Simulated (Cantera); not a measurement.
Input (Python, Cantera) and output of one run.

```python
import numpy as np
import cantera as ct

gas_names = """
    Br Br2 H HBr H2 N NH NH2 NH3 N2 N2H2 N2H4 Si SiBr SiBr2 SiBr3 SiBr4 SiH SiHBr3 SiH2 SiH2Br2 SiH3
    SiH3Br SiH4 SiN Si2 Si2N Si3
""".split()
cond_names = """
    Br2(cr) Br2(L) Si(cr) Si(L) Si3N4(a)
""".split()


# ... load() reads the species with a 1 bar reference pressure and builds the phases ...
atoms = {
    'Si': {'Si': 1},
    'HBr': {'H': 1, 'Br': 1},
    'N2': {'N': 2},
}
top_T = {'Si3N4(a)': 2400}  # K; cautious upper limits of use, not melting points


# ... equilibrate(T, P, feed) seeds the gas with the atoms and calls Mixture.equilibrate('TP', solver="vcs", rtol=1e-11, max_steps=5000) ...
results = []
T = 1473  # K
P = 1333.22  # Pa
for m in [0.85, 2.9, 4.9, 6.9, 8.9, 11, 13, 15, 17, 19, 21, 23]:
    feed = {'Si': 1, 'HBr': 13, 'N2': m}  # mol
    mix = equilibrate(T, P, feed)
    results.append((T, P, feed, dict(zip(mix.species_names, mix.species_moles))))
    x = sorted(zip(gas.X, gas.species_names), reverse=True)
    print(f"T = {T:g} K  P = {P:g} Pa  n(N2) = {m:g} mol  gas = {mix.phase_moles(0):.4g} mol")
    print("   x: " + "  ".join(f"{s} {v:.3e}" for v, s in x if v > 0.001))
    print("   condensed (mol): " + ("  ".join(f"{mix.phase(i).name} {mix.phase_moles(i):.4g}"
          for i in range(1, mix.n_phases) if mix.phase_moles(i) > 1e-12) or "none"))
```

Output:

```
T = 1473 K  P = 1333.22 Pa  n(N2) = 0.85 mol  gas = 13.68 mol
   x: HBr 7.258e-01  H2 1.123e-01  N2 6.216e-02  SiBr2 4.366e-02  Br 2.646e-02  SiBr4 2.240e-02  SiBr3 6.863e-03
   condensed (mol): none
T = 1473 K  P = 1333.22 Pa  n(N2) = 2.9 mol  gas = 15.77 mol
   x: HBr 6.310e-01  N2 1.839e-01  H2 9.668e-02  SiBr2 3.959e-02  Br 2.479e-02  SiBr4 1.784e-02  SiBr3 5.833e-03
   condensed (mol): none
T = 1473 K  P = 1333.22 Pa  n(N2) = 4.9 mol  gas = 17.8 mol
   x: HBr 5.598e-01  N2 2.753e-01  H2 8.515e-02  SiBr2 3.635e-02  Br 2.344e-02  SiBr4 1.464e-02  SiBr3 5.062e-03
   condensed (mol): none
T = 1473 K  P = 1333.22 Pa  n(N2) = 6.9 mol  gas = 19.83 mol
   x: HBr 5.031e-01  N2 3.479e-01  H2 7.611e-02  SiBr2 3.362e-02  Br 2.228e-02  SiBr4 1.224e-02  SiBr3 4.452e-03
   condensed (mol): none
T = 1473 K  P = 1333.22 Pa  n(N2) = 8.9 mol  gas = 21.86 mol
   x: HBr 4.569e-01  N2 4.071e-01  H2 6.883e-02  SiBr2 3.130e-02  Br 2.128e-02  SiBr4 1.039e-02  SiBr3 3.958e-03
   condensed (mol): none
T = 1473 K  P = 1333.22 Pa  n(N2) = 11 mol  gas = 23.99 mol
   x: N2 4.586e-01  HBr 4.167e-01  H2 6.257e-02  SiBr2 2.921e-02  Br 2.035e-02  SiBr4 8.869e-03  SiBr3 3.532e-03
   condensed (mol): none
T = 1473 K  P = 1333.22 Pa  n(N2) = 13 mol  gas = 26.01 mol
   x: N2 4.998e-01  HBr 3.845e-01  H2 5.760e-02  SiBr2 2.747e-02  Br 1.957e-02  SiBr4 7.713e-03  SiBr3 3.194e-03
   condensed (mol): none
T = 1473 K  P = 1333.22 Pa  n(N2) = 15 mol  gas = 28.03 mol
   x: N2 5.351e-01  HBr 3.569e-01  H2 5.339e-02  SiBr2 2.593e-02  Br 1.887e-02  SiBr4 6.769e-03  SiBr3 2.908e-03
   condensed (mol): none
T = 1473 K  P = 1333.22 Pa  n(N2) = 17 mol  gas = 30.05 mol
   x: N2 5.657e-01  HBr 3.330e-01  H2 4.977e-02  SiBr2 2.457e-02  Br 1.824e-02  SiBr4 5.988e-03  SiBr3 2.662e-03
   condensed (mol): none
T = 1473 K  P = 1333.22 Pa  n(N2) = 19 mol  gas = 32.07 mol
   x: N2 5.924e-01  HBr 3.120e-01  H2 4.662e-02  SiBr2 2.335e-02  Br 1.766e-02  SiBr4 5.335e-03  SiBr3 2.449e-03
   condensed (mol): none
T = 1473 K  P = 1333.22 Pa  n(N2) = 21 mol  gas = 34.09 mol
   x: N2 6.160e-01  HBr 2.936e-01  H2 4.386e-02  SiBr2 2.225e-02  Br 1.713e-02  SiBr4 4.782e-03  SiBr3 2.264e-03
   condensed (mol): none
T = 1473 K  P = 1333.22 Pa  n(N2) = 23 mol  gas = 36.11 mol
   x: N2 6.370e-01  HBr 2.772e-01  H2 4.142e-02  SiBr2 2.125e-02  Br 1.664e-02  SiBr4 4.311e-03  SiBr3 2.100e-03
   condensed (mol): none
```

Cantera equilibrium calculation (NASA polynomials, part measured and part estimated; ideal gas, pure solids and liquids). The tables' values for SiBr3 are old estimates; treat these amounts as uncertain.
